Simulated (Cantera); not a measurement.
Feed: 1 mol Al, 0.2 mol I₂, 0.075 mol N₂, held at 690 Torr.

Equilibrium computed with Cantera from the NASA thermochemical tables; the gas is ideal and each condensed phase is pure. Candidate condensed phases: Al, AlI₃, AlN, I₂; 10 gas species. Mutual solubility and eutectic melting of coexisting phases are not modelled. Rates play no part.

Problem. At 1023 K, list the 3 most abundant gas species with their mole fractions, and the condensed phases.

Solution. AlI₃ 0.964, AlI 0.0296, Al₂I₆ 0.00683. Condensed: Al(l) + AlN(s).
